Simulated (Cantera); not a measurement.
A Cantera script and what it prints.

```python
import numpy as np
import cantera as ct

gas_names = """
    B BCL BCL2 BCL3 BN B2 CL CL2 N N2
""".split()
cond_names = """
    B(b) B(L) BN(s)
""".split()


# ... load() reads the species with a 1 bar reference pressure and builds the phases ...
atoms = {
    'BCl3': {'B': 1, 'CL': 3},
    'N2': {'N': 2},
}
top_T = {'BN(s)': 3200}  # K; cautious upper limits of use, not melting points


# ... equilibrate(T, P, feed) seeds the gas with the atoms and calls Mixture.equilibrate('TP', solver="vcs", rtol=1e-11, max_steps=5000) ...
results = []
feed = {'BCl3': 1, 'N2': 2.6}  # mol
T = 923  # K
P = 1333.22  # Pa
mix = equilibrate(T, P, feed)
results.append((T, P, feed, dict(zip(mix.species_names, mix.species_moles))))
print(gas.report(threshold=0.001))
for i in range(1, mix.n_phases):
    print(f"{mix.phase(i).name:16s} {mix.phase_moles(i):12.5e} mol")
```

Result:

```
       temperature   923 K
          pressure   1333.2 Pa
           density   0.0091687 kg/m^3
  mean mol. weight   52.777 kg/kmol
   phase of matter   gas

                          1 kg             1 kmol
                     ---------------   ---------------
          enthalpy       -1.6184e+06       -8.5412e+07  J
   internal energy       -1.7638e+06       -9.3086e+07  J
           entropy            5817.6        3.0703e+05  J/K
    Gibbs function        -6.988e+06        -3.688e+08  J
 heat capacity c_p             858.5             45309  J/K
 heat capacity c_v            700.96             36995  J/K

                      mass frac. Y      mole frac. X     chem. pot. / RT
                     ---------------   ---------------   ---------------
              BCL3           0.61664           0.27778            -96.82
                N2           0.38336           0.72222           -29.302
     [   +8 minor]         1.658e-07        2.1233e-07

B(b)              0.00000e+00 mol
BN(s)             2.94158e-07 mol
```

Cantera equilibrium calculation (NASA polynomials, part measured and part estimated; ideal gas, pure solids and liquids).
